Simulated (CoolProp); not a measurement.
Saturation properties of isopentane (Tc = 187.2 °C, pc = 33.78 bar, ω = 0.227).

Computed with CoolProp (reference Helmholtz-energy equation of state, Lemmon 2006). It is a short technical equation, of lower accuracy than the large ones.

```tsv
T (°C)	p (bar)	liquid density (kg/m³)	vapour density (kg/m³)	liquid conductivity (mW/(m K))
94.55	6.410	535.3	17.99	81.0
101.55	7.465	525.8	21.01	78.9
108.45	8.627	516.0	24.41	76.8
115.45	9.937	505.7	28.35	74.7
122.35	11.37	494.9	32.80	72.5
129.35	12.97	483.3	38.00	70.4
136.25	14.71	471.1	43.92	68.3
143.25	16.64	457.8	50.94	66.2
150.15	18.73	443.4	59.13	64.1
157.15	21.04	427.3	69.12	62.1
164.15	23.58	409.0	81.51	60.3
171.05	26.31	387.6	97.32	58.9
```

It boils at 27.8 °C under 1 atm.

Thermal conductivity comes from a separate model (Vassiliou 2015).
